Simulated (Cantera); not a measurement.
# B₂O₃ + N₂ + O₂ (boron, boron nitride and boron oxide)

Feed: 1 mol B₂O₃, 41 mol N₂, 0.00023 mol O₂, equilibrated at 375 Torr.

Cantera equilibrium calculation (NASA polynomials, part measured and part estimated; ideal gas, pure solids and liquids). Candidate condensed phases: B, BN, B₂O₃; 17 gas species. Kinetics and transport are ignored.

```csv
T (K),x N₂,x B₂O₃,x BO,x BO₂,x NO,n B₂O₃(l)
1700,0.998,0.00156,2.20e-7,1.06e-5,5.01e-6,0.936
1750,0.997,0.00335,9.64e-7,1.56e-5,3.56e-6,0.862
1800,0.993,0.00686,3.93e-6,2.23e-5,2.51e-6,0.716
1850,0.986,0.0135,1.27e-5,3.64e-5,2.45e-6,0.439
1900,0.976,0.0237,3.15e-5,6.59e-5,3.33e-6,0
1950,0.976,0.0237,5.40e-5,9.32e-5,4.98e-6,0
2000,0.976,0.0237,8.84e-5,0.000132,7.57e-6,0
2050,0.976,0.0236,0.000139,0.000186,1.15e-5,0
2100,0.976,0.0235,0.000214,0.000259,1.75e-5,0
2150,0.976,0.0234,0.000318,0.000357,2.63e-5,0
2200,0.976,0.0233,0.000464,0.000487,3.92e-5,0
2250,0.975,0.0231,0.000662,0.000655,5.75e-5,0
2300,0.975,0.0228,0.000928,0.000869,8.31e-5,0
```
x: gas mole fraction; n: condensed amount in mol.

From 1700 K to 1850 K the condensed part is B₂O₃(l). From 1900 K to 2300 K nothing is condensed. The main B-bearing gas is B₂O₃ throughout.
